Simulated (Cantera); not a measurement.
## Stirred combustor or abatement burner

A perfectly stirred reactor is fed with 6.48 % CH₄, 19.6 % O₂, 73.9 % N₂, equivalence ratio 0.66, at 1.80 bar; it is adiabatic with a 823 K inlet, and is followed from long to short residence time, starting on the burning branch (τ in s: 0.047, 0.016, 0.0052, 0.0017, 0.00057, 0.00019, 6.2e-05, 2.1e-05, 6.8e-06).

Computed with Cantera and GRI-Mech 3.0 (53 species, 325 reactions).

| τ (s) | T (K) | x CH₄ | x O₂ | x C₂H₆ | x OH | x HO₂ | x HCO | x CH₂CO |
|---|---|---|---|---|---|---|---|---|
| 0.047 | 2165 | 3.43e-6 | 0.0659 | 3.29e-12 | 0.00342 | 3.01e-6 | 1.75e-8 | 1.18e-10 |
| 0.016 | 2161 | 8.80e-6 | 0.0662 | 2.00e-11 | 0.00379 | 3.23e-6 | 5.20e-8 | 5.25e-10 |
| 0.0052 | 2147 | 2.10e-5 | 0.0665 | 9.59e-11 | 0.00457 | 3.90e-6 | 1.63e-7 | 2.36e-9 |
| 0.0017 | 2117 | 4.58e-5 | 0.0672 | 3.51e-10 | 0.00580 | 5.75e-6 | 5.11e-7 | 8.91e-9 |
| 0.00057 | 2068 | 9.85e-5 | 0.0684 | 1.21e-9 | 0.00715 | 9.84e-6 | 1.54e-6 | 2.90e-8 |
| 0.00019 | 1994 | 0.000231 | 0.0709 | 5.27e-9 | 0.00814 | 1.80e-5 | 4.56e-6 | 9.86e-8 |
| 6.2e-5 | 1888 | 0.000683 | 0.0766 | 4.39e-8 | 0.00795 | 3.57e-5 | 1.37e-5 | 4.85e-7 |
| 2.1e-5 | 823 | 0.0648 | 0.196 | <1e-12 | <1e-12 | <1e-12 | <1e-12 | <1e-12 |
| 6.8e-6 | 823 | 0.0648 | 0.196 | <1e-12 | <1e-12 | <1e-12 | <1e-12 | <1e-12 |
x: mole fraction; the columns are a selection and need not sum to one.
